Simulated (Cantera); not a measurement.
**Nitride etching: Si₃N₄ + HF + N₂**

A closed system holds: 1 mol Si₃N₄, 5.9 mol HF, a varied amount of N₂, equilibrated at 1025 K and 3.60 mbar.

Equilibrium computed with Cantera from the NASA thermochemical tables; the gas is ideal and each condensed phase is pure. Candidate condensed phases: Si, Si₃N₄; 37 gas species. The tables' values for SiF₃ are old estimates; treat these amounts as uncertain. Equilibrium is a limit: real reactors are often held back by kinetics, nucleation or transport.

| n(N₂) (mol) | log p N₂ | log p H₂ | log p SiF₄ | log p HF | n Si₃N₄(s) |
|---|---|---|---|---|---|
| 2.6 | -2.79 | -2.88 | -3.18 | -5.49 | 0.509 |
| 3.7 | -2.73 | -2.93 | -3.24 | -5.52 | 0.509 |
| 5.1 | -2.68 | -3.00 | -3.30 | -5.56 | 0.509 |
| 7 | -2.64 | -3.07 | -3.37 | -5.60 | 0.509 |
| 9.8 | -2.59 | -3.16 | -3.46 | -5.66 | 0.509 |
| 14 | -2.56 | -3.26 | -3.56 | -5.74 | 0.509 |
| 19 | -2.53 | -3.36 | -3.66 | -5.81 | 0.509 |
| 26 | -2.51 | -3.47 | -3.77 | -5.88 | 0.509 |
| 36 | -2.49 | -3.59 | -3.89 | -5.97 | 0.509 |
| 50 | -2.48 | -3.72 | -4.02 | -6.06 | 0.509 |
| 69 | -2.47 | -3.85 | -4.15 | -6.16 | 0.509 |
| 96 | -2.46 | -3.98 | -4.28 | -6.26 | 0.509 |
log p: log10 of the partial pressure in bar; n: condensed amount in mol.

From 2.6 mol N₂ to 96 mol N₂ the condensed part is Si₃N₄(s). The main Si-bearing gas is SiF₄ throughout.
